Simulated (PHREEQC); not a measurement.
0.41 g of hydrous ferric oxide (600 m²/g; 0.2 weak and 0.005 strong sites per Fe, Dzombak-Morel constants, diffuse double layer) in 1 kg of water with 0.001 mol/kgw of an inert sodium salt, at 25 °C; the pH is set by adding NaOH or the inert anion's acid. O2 is buffered at 0.21 atm. The system is closed to CO2. Precipitation was switched off in this run.

The numbers come from PHREEQC with the ion-association model, wateq4f.dat.

```csv
pH,surface charge σ (C/m²),surface potential ψ (mV)
4,0.122,209
4.38,0.089,195
4.75,0.065,180
5.12,0.046,163
5.5,0.032,___
5.88,0.021,___
6.25,___,___
6.62,0.009,___
7,0.006,64
7.38,0.003,42
7.75,0.002,21
8.12,0.000,-1
8.5,-0.002,-23
8.88,___,-44
9.25,-0.006,___
9.62,-0.010,-86
10,-0.016,-107
```

**Question.** What belongs in the gaps?

**Answer.** 
- 5.5, surface potential ψ (mV): 145
- 5.88, surface potential ψ (mV): 126
- 6.25, surface charge σ (C/m²): 0.014
- 6.25, surface potential ψ (mV): 106
- 6.62, surface potential ψ (mV): 85
- 8.88, surface charge σ (C/m²): -0.004
- 9.25, surface potential ψ (mV): -66
